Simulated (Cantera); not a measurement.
A Cantera script and what it prints.

```python
import numpy as np
import cantera as ct

gas_names = """
    O O2 O3 S SO SO2 SO3 S2 S2O S8
""".split()
cond_names = """
    S(cr1) S(cr2) S(L)
""".split()


# ... load() reads the species with a 1 bar reference pressure and builds the phases ...
atoms = {
    'S': {'S': 1},
    'SO2': {'S': 1, 'O': 2},
}
top_T = {}  # K; cautious upper limits of use, not melting points


# ... equilibrate(T, P, feed) seeds the gas with the atoms and calls Mixture.equilibrate('TP', solver="vcs", rtol=1e-11, max_steps=5000) ...
results = []
feed = {'S': 1, 'SO2': 0.25}  # mol
P = 3300  # Pa
for T in [2473, 2523, 2573, 2623, 2673, 2723, 2773, 2823, 2873, 2923, 2973, 3023, 3073]:
    mix = equilibrate(T, P, feed)
    results.append((T, P, feed, dict(zip(mix.species_names, mix.species_moles))))
    x = sorted(zip(gas.X, gas.species_names), reverse=True)
    print(f"T = {T:g} K  P = {P:g} Pa  gas = {mix.phase_moles(0):.4g} mol")
    print("   x: " + "  ".join(f"{s} {v:.3e}" for v, s in x if v > 0.0001))
    print("   condensed (mol): " + ("  ".join(f"{mix.phase(i).name} {mix.phase_moles(i):.4g}"
          for i in range(1, mix.n_phases) if mix.phase_moles(i) > 1e-12) or "none"))
```

It prints:

```
T = 2473 K  P = 3300 Pa  gas = 0.8728 mol
   x: S2 4.296e-01  SO 2.814e-01  SO2 1.432e-01  S 1.410e-01  S2O 3.721e-03  O 9.287e-04  O2 1.774e-04
   condensed (mol): none
T = 2523 K  P = 3300 Pa  gas = 0.8911 mol
   x: S2 4.010e-01  SO 2.960e-01  S 1.681e-01  SO2 1.299e-01  S2O 3.348e-03  O 1.371e-03  O2 2.358e-04
   condensed (mol): none
T = 2573 K  P = 3300 Pa  gas = 0.9113 mol
   x: S2 3.710e-01  SO 3.085e-01  S 1.980e-01  SO2 1.173e-01  S2O 2.985e-03  O 1.990e-03  O2 3.092e-04
   condensed (mol): none
T = 2623 K  P = 3300 Pa  gas = 0.9333 mol
   x: S2 3.399e-01  SO 3.187e-01  S 2.302e-01  SO2 1.054e-01  O 2.845e-03  S2O 2.636e-03  O2 4.003e-04
   condensed (mol): none
T = 2673 K  P = 3300 Pa  gas = 0.9572 mol
   x: SO 3.263e-01  S2 3.081e-01  S 2.644e-01  SO2 9.434e-02  O 4.012e-03  S2O 2.305e-03  O2 5.130e-04
   condensed (mol): none
T = 2723 K  P = 3300 Pa  gas = 0.9827 mol
   x: SO 3.315e-01  S 2.999e-01  S2 2.762e-01  SO2 8.420e-02  O 5.588e-03  S2O 1.996e-03  O2 6.516e-04
   condensed (mol): none
T = 2773 K  P = 3300 Pa  gas = 1.01 mol
   x: S 3.359e-01  SO 3.342e-01  S2 2.447e-01  SO2 7.497e-02  O 7.698e-03  S2O 1.712e-03  O2 8.217e-04
   condensed (mol): none
T = 2823 K  P = 3300 Pa  gas = 1.038 mol
   x: S 3.718e-01  SO 3.344e-01  S2 2.142e-01  SO2 6.663e-02  O 1.050e-02  S2O 1.453e-03  O2 1.030e-03
   condensed (mol): none
T = 2873 K  P = 3300 Pa  gas = 1.067 mol
   x: S 4.067e-01  SO 3.322e-01  S2 1.853e-01  SO2 5.911e-02  O 1.417e-02  O2 1.284e-03  S2O 1.222e-03
   condensed (mol): none
T = 2923 K  P = 3300 Pa  gas = 1.098 mol
   x: S 4.399e-01  SO 3.278e-01  S2 1.585e-01  SO2 5.231e-02  O 1.896e-02  O2 1.592e-03  S2O 1.017e-03
   condensed (mol): none
T = 2973 K  P = 3300 Pa  gas = 1.128 mol
   x: S 4.708e-01  SO 3.210e-01  S2 1.341e-01  SO2 4.613e-02  O 2.513e-02  O2 1.959e-03  S2O 8.390e-04
   condensed (mol): none
T = 3023 K  P = 3300 Pa  gas = 1.16 mol
   x: S 4.992e-01  SO 3.119e-01  S2 1.125e-01  SO2 4.043e-02  O 3.294e-02  O2 2.388e-03  S2O 6.852e-04
   condensed (mol): none
T = 3073 K  P = 3300 Pa  gas = 1.192 mol
   x: S 5.249e-01  SO 3.003e-01  S2 9.363e-02  O 4.266e-02  SO2 3.512e-02  O2 2.873e-03  S2O 5.541e-04
   condensed (mol): none
```

Cantera equilibrium calculation (NASA polynomials, part measured and part estimated; ideal gas, pure solids and liquids).
